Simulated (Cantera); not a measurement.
A freely propagating, adiabatic, planar premixed flame of H2 : O2 : N2 = 1 : 0.926 : 3.48 (molar parts), equivalence ratio 0.54, unburnt at 500 K and 2.80 bar; multicomponent+Soret transport, grid criteria slope 0.08 and curve 0.16, no radiation.

Detailed kinetics in Cantera: the H2/O2 subset of GRI-Mech 3.0, which has no nitrogen chemistry. The hydrogen kinetics of GRI-Mech 3.0 are dated; newer H2 mechanisms differ, most at raised pressure. Burning velocities carry a grid error of a few per cent, more on coarse grids. Lean hydrogen flames are cellular in practice and burn faster than this planar one.

x: mole fraction of selected species; z is measured from the peak of heat release.

```csv
z (mm),T (K),u (m/s),x H2,x O2,x O,x OH,x HO2,x H2O
-0.395,500,1.22,0.182,0.172,<1e-8,<1e-8,7.77e-8,1.22e-5
-0.263,501,1.21,0.176,0.173,<1e-8,<1e-8,7.77e-7,0.000102
-0.197,504,1.21,0.167,0.175,<1e-8,<1e-8,?,?
-0.132,523,1.23,0.144,0.179,1.31e-7,1.39e-8,3.29e-5,0.00271
-0.0658,706,1.59,0.0956,0.177,1.86e-5,4.93e-5,0.000453,0.0270
-0.0329,999,2.23,0.0651,0.159,0.000358,0.000538,0.000413,0.0683
0,1308,2.91,0.0350,0.131,0.00195,0.00207,0.000234,0.120
0.0329,1514,3.37,0.0155,0.108,0.00356,0.00433,0.000142,0.156
0.0658,1629,3.63,0.00736,0.0982,0.00375,0.00562,9.49e-5,0.173
0.132,1735,3.85,0.00287,0.0932,0.00249,0.00557,5.03e-5,0.184
0.263,1797,3.98,0.00102,0.0924,0.000964,0.00386,1.98e-5,0.190
0.526,1821,4.03,0.000280,0.0927,0.000272,0.00215,6.13e-6,0.192
1.05,1829,4.05,?,0.0929,?,?,?,0.193
```

Complete the blanks.


- -0.197, x HO2: 3.23e-6
- -0.197, x H2O: 0.000369
- 1.05, x H2: 8.16e-5
- 1.05, x O: 8.40e-5
- 1.05, x OH: 0.00121
- 1.05, x HO2: 2.30e-6
